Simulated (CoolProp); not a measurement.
Vapour-liquid equilibrium of carbonyl sulfide (1) + propane (2) at 1.92 MPa; x and y are mole fractions of (1).

Computed with CoolProp (multi-fluid Helmholtz-energy mixture model, Lemmon 2006 and Lemmon 2009; pair parameters Bell 2016).

```tsv
x	bubble temperature, mixture model (K)	bubble temperature, Raoult's law (K)	y, mixture model	y, Raoult's law
0.05	327.5	327.7	0.062	0.065
0.15	325.8	326.2	0.179	0.189
0.25	?	324.8	0.288	0.306
0.35	323.0	323.4	?	0.416
0.45	321.8	322.1	?	0.520
0.55	320.6	320.8	0.593	0.619
0.65	319.5	319.5	0.689	0.712
0.75	318.3	318.3	0.783	0.800
0.85	317.2	317.1	0.873	0.883
0.95	316.0	316.0	?	0.962
```

Task: Some entries are withheld; supply them.

Result: 
- 0.25, bubble temperature, mixture model (K): 324.3
- 0.35, y, mixture model: 0.393
- 0.45, y, mixture model: 0.494
- 0.95, y, mixture model: 0.959

The largest gap from Raoult's law is -0.5 K in bubble temperature, at x = 0.25. No azeotrope shows between x = 0.05 and 0.95.

Pair parameters are fitted to limited data, so mixtures are less certain than the pure fluids.
